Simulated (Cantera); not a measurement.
Cantera run, input and output.

```python
import numpy as np
import cantera as ct

gas = ct.Solution("gri30.yaml")
gas.TPX = 373, 240000, {'CH4': 1, 'C2H6': 0.45, 'C3H8': 0.69, 'O2': 10.6, 'N2': 40.4, 'H2O': 6.4}
flame = ct.FreeFlame(gas, width=0.022)
flame.set_refine_criteria(ratio=3, slope=0.08, curve=0.16)
flame.transport_model = "mixture-averaged"
flame.solve(loglevel=0, auto=True)
z, T = flame.grid, flame.T
thick = (T[-1] - T[0]) / np.gradient(T, z).max()
show = ['CH4', 'C2H6', 'C3H8', 'C2H', 'H2O', 'CH3']
print(f"laminar burning velocity  {flame.velocity[0] * 100:.3f} cm/s")
print(f"burnt temperature         {T[-1]:.1f} K")
print(f"thermal thickness         {thick * 1e3:.4f} mm")
print(f"grid points               {len(z)}")
z0 = z[flame.heat_release_rate.argmax()]
print(f"{'z/mm':>9s}{'T/K':>9s}{'u/(m/s)':>9s}" + "".join(f"{s:>11s}" for s in show))
rows = []
for k in (-3, -2, -1.5, -1, -0.5, -0.25, 0, 0.25, 0.5, 1, 2, 4, 8):
    zz = z0 + k * thick
    rows.append([k * thick, np.interp(zz, z, T), np.interp(zz, z, flame.velocity),
                 *(np.interp(zz, z, flame.X[gas.species_index(s)]) for s in show)])
    print(f"{rows[-1][0] * 1e3:9.3f}{rows[-1][1]:9.1f}{rows[-1][2]:9.3f}" + "".join(f"{x:11.3e}" for x in rows[-1][3:]))
```

Output:

```
laminar burning velocity  12.062 cm/s
burnt temperature         1689.6 K
thermal thickness         0.4978 mm
grid points               137
     z/mm      T/K  u/(m/s)        CH4       C2H6       C3H8        C2H        H2O        CH3
   -1.493    374.0    0.121  1.677e-02  7.555e-03  1.159e-02  4.909e-32  1.076e-01  2.032e-13
   -0.996    381.0    0.123  1.665e-02  7.540e-03  1.157e-02  1.839e-28  1.085e-01  2.789e-12
   -0.747    404.3    0.131  1.628e-02  7.479e-03  1.153e-02  7.960e-26  1.113e-01  2.900e-11
   -0.498    513.8    0.167  1.471e-02  7.046e-03  1.115e-02  6.952e-21  1.223e-01  2.404e-09
   -0.249    867.9    0.286  9.817e-03  4.710e-03  7.944e-03  4.536e-14  1.526e-01  4.830e-06
   -0.124   1165.2    0.386  5.592e-03  2.048e-03  3.239e-03  6.364e-11  1.758e-01  1.047e-04
    0.000   1464.0    0.486  1.172e-03  8.035e-05  6.578e-05  1.071e-08  1.970e-01  1.679e-04
    0.124   1592.1    0.526  3.530e-05  2.710e-08  5.048e-09  2.966e-09  2.033e-01  6.739e-06
    0.249   1639.6    0.540  7.539e-07  9.632e-12  3.710e-13  7.515e-11  2.049e-01  1.639e-07
    0.498   1672.5    0.550  1.259e-09  1.191e-16  1.088e-19  1.886e-13  2.065e-01  3.211e-10
    0.996   1685.5    0.554  4.649e-13  1.677e-21  7.064e-27  1.063e-15  2.073e-01  1.499e-13
    1.991   1689.0    0.555  5.765e-15  1.485e-25  4.730e-36  5.206e-17  2.076e-01  4.002e-15
    3.982   1689.6    0.555  3.073e-15  3.749e-26  1.772e-37  1.100e-17  2.076e-01  1.731e-15
```

Model: GRI-Mech 3.0 (53 species, 325 reactions), integrated in Cantera. GRI-Mech 3.0 was tuned for natural gas; its chemistry of propane as a main component is partial and can be far from experiment. Burning velocities carry a grid error of a few per cent, more on coarse grids.
